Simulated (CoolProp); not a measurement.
A simple Rankine cycle with R114: condensing at 298.15 K, boiler at 0.809 MPa, turbine inlet 497 K, turbine efficiency 0.75, pump efficiency 0.8, no recuperator. Each further row changes one setting.

Computed with CoolProp (reference Helmholtz-energy equation of state, Platzer 1990). This equation is an older, rougher fit; its heat capacities, sound speeds and derivatives of the liquid may be far off and weren't checked against measurements.

```
case                             thermal efficiency (%)  net work (kJ/kg)  heat in (kJ/kg)  turbine exit temperature (K)  volume ratio over the turbine
-------------------------------  ----------------------  ----------------  ---------------  ----------------------------  -----------------------------
as stated                                           7.8               [?]              282                         467.2                            [?]
condensing temperature 290.15 K                     9.0              26.2              290                         461.7                           4.74
boiler pressure 0.566 MPa                           5.8               [?]              284                         475.4                           2.57
turbine efficiency 0.65                             6.7              18.9              282                         470.7                           3.69
```

Q: Fill in the missing entries.

A: 
- as stated, net work (kJ/kg): 21.9
- as stated, volume ratio over the turbine: 3.66
- boiler pressure 0.566 MPa, net work (kJ/kg): 16.4
